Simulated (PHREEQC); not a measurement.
Make-up at 25 °C: 2.1 mol H2SO4, 0.19 mol Na2SO4 and 4.2e-05 mol H4SiO4 per kg of water. Closed to the air; pH follows from the charge balance.

Computed with PHREEQC (Pitzer model, pitzer.dat).

**Question.** The ionic strength comes out as 3.37 mol/kgw. What activity coefficients do HSO4-, SO4-2, Na+, H+ get?

**Answer.** HSO4- 0.71, SO4-2 0.0050, Na+ 1.3, H+ 2.0. Single-ion values are on the MacInnes scale.

Precipitation was switched off in this run. Complexes and solids missing from the database can't appear. In brines, pH and single-ion activities rest on the MacInnes convention.
